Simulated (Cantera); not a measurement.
What does this Cantera script print?

```python
import numpy as np
import cantera as ct

gas_names = """
    H HO2 H2 H2O H2O2 H2S H2SO4 O OH O2 O3 S SH SO SO2 SO3 S2 S2O S8
""".split()
cond_names = """
    H2O(s) H2O(L) H2SO4(L) S(cr1) S(cr2) S(L)
""".split()


# ... load() reads the species with a 1 bar reference pressure and builds the phases ...
atoms = {
    'H2S': {'H': 2, 'S': 1},
    'O2': {'O': 2},
}
top_T = {}  # K; cautious upper limits of use, not melting points


# ... equilibrate(T, P, feed) seeds the gas with the atoms and calls Mixture.equilibrate('TP', solver="vcs", rtol=1e-11, max_steps=5000) ...
results = []
T = 2648  # K
P = 1400000  # Pa
for m in [0.35, 0.42, 0.49, 0.58, 0.68, 0.8, 0.94, 1.1, 1.3, 1.5, 1.8, 2.1, 2.5]:
    feed = {'H2S': 1, 'O2': m}  # mol
    mix = equilibrate(T, P, feed)
    results.append((T, P, feed, dict(zip(mix.species_names, mix.species_moles))))

top = {s: max(r[3][s] / sum(r[3][g] for g in gas_names) for r in results) for s in gas_names}
cols = sorted((s for s in top if top[s] > 0.0001), key=lambda s: -top[s])[:8]
seen = [c for c in cond_names if any(r[3].get(c, 0) > 1e-12 for r in results)]
print("log10 of partial pressures in bar; condensed amounts in mol")
print(f"{'n(O2)':>10s}" + "".join(f"{s[:9]:>10s}" for s in cols + seen))
for T, P, feed, n in results:
    ng = sum(n[g] for g in gas_names)
    print(f"{feed['O2']:10.4g}" + "".join(f"{np.log10(max(n[s] / ng * P / 1e5, 1e-99)):10.3f}" for s in cols)
          + "".join(f"{n.get(c, 0):10.4g}" for c in seen))
```

Output:

```
log10 of partial pressures in bar; condensed amounts in mol
     n(O2)       SO2       H2O        O2        H2        S2        SO       H2S        SH
      0.35    -0.150     0.626    -3.711     0.550     0.466    -0.197    -0.023    -0.168
      0.42     0.008     0.663    -3.537     0.499     0.434    -0.126    -0.090    -0.209
      0.49     0.133     0.689    -3.392     0.453     0.395    -0.073    -0.156    -0.252
      0.58     0.261     0.712    -3.236     0.398     0.338    -0.023    -0.240    -0.308
      0.68     0.373     0.729    -3.087     0.341     0.265     0.014    -0.333    -0.373
       0.8     0.479     0.743    -2.929     0.276     0.161     0.041    -0.450    -0.457
      0.94     0.577     0.755    -2.755     0.201     0.010     0.052    -0.601    -0.570
       1.1     0.666     0.766    -2.546     0.108    -0.231     0.037    -0.814    -0.737
       1.3     0.756     0.784    -2.172    -0.061    -0.798    -0.060    -1.267    -1.106
       1.5     0.823     0.818    -0.794    -0.716    -3.421    -0.682    -3.234    -2.745
       1.8     0.775     0.765     0.247    -1.290    -5.599    -1.251    -4.896    -4.120
       2.1     0.723     0.711     0.495    -1.469    -6.200    -1.427    -5.375    -4.510
       2.5     0.661     0.647     0.656    -1.613    -6.646    -1.569    -5.742    -4.805
```

Cantera equilibrium calculation (NASA polynomials, part measured and part estimated; ideal gas, pure solids and liquids).
